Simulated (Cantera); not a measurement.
Input: 1 mol NiS, 1600 mol H2, 0.57 mol N2, at 0.000440 bar.

These are equilibrium values from Cantera (NASA tables, ideal gas, pure condensed phases), not measurements of a reactor. Candidate condensed phases: Ni, NiS, NiS2, Ni3S2, Ni3S4, S; 17 gas species. The numbers say what is thermodynamically allowed, not how fast it happens.

**Question.** Which condensed phases are stable at each of these points (T (°C)): 575, 675, 775, 875, 975, 1075, 1175, 1275, 1375, 1475, 1575, 1675, 1775?

**Answer.** 
```json
[
 {"T (°C)": "575", "condensed phases": "Ni(s)", "Ni condensed (%)": "100.0"},
 {"T (°C)": "675", "condensed phases": "Ni(s)", "Ni condensed (%)": "100.0"},
 {"T (°C)": "775", "condensed phases": "Ni(s)", "Ni condensed (%)": "100.0"},
 {"T (°C)": "875", "condensed phases": "Ni(s)", "Ni condensed (%)": "100.0"},
 {"T (°C)": "975", "condensed phases": "Ni(s)", "Ni condensed (%)": "100.0"},
 {"T (°C)": "1075", "condensed phases": "Ni(s)", "Ni condensed (%)": "99.6"},
 {"T (°C)": "1175", "condensed phases": "Ni(s)", "Ni condensed (%)": "94.2"},
 {"T (°C)": "1275", "condensed phases": "Ni(s)", "Ni condensed (%)": "45.6"},
 {"T (°C)": "1375", "condensed phases": "gas only", "Ni condensed (%)": "0.0"},
 {"T (°C)": "1475", "condensed phases": "gas only", "Ni condensed (%)": "0.0"},
 {"T (°C)": "1575", "condensed phases": "gas only", "Ni condensed (%)": "0.0"},
 {"T (°C)": "1675", "condensed phases": "gas only", "Ni condensed (%)": "0.0"},
 {"T (°C)": "1775", "condensed phases": "gas only", "Ni condensed (%)": "0.0"}
]
```

From 575 °C to 1275 °C the condensed part is Ni(s). From 1375 °C to 1775 °C nothing is condensed.
